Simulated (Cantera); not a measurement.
Feed: 1 mol C₃H₆, 0.095 mol H₂O, 2.5 mol H₂, 0.41 mol CO₂, equilibrated at 1.00 bar.

Method: chemical equilibrium by Gibbs-energy minimisation in Cantera with the NASA 1993 tables (ideal gas, pure condensed phases). Candidate condensed phases: C, C₆H₆, C₇H₈, C₈H₁₈, H₂O; 110 gas species. The numbers say what is thermodynamically allowed, not how fast it happens.

Question: What share of the C ends up in condensed phases as a function of T (K), at 698, 798, 898, 998, 1098, 1198, 1298, 1398, 1498, 1598, 1698, 1798, 1898?

Answer: 
```csv
T (K),C condensed (%),as
698,40.8,C(graphite)
798,54.7,C(graphite)
898,66.6,C(graphite)
998,69.7,C(graphite)
1098,70.7,C(graphite)
1198,71.7,C(graphite)
1298,72.3,C(graphite)
1398,72.7,C(graphite)
1498,72.8,C(graphite)
1598,72.9,C(graphite)
1698,73.0,C(graphite)
1798,73.0,C(graphite)
1898,73.0,C(graphite)
```
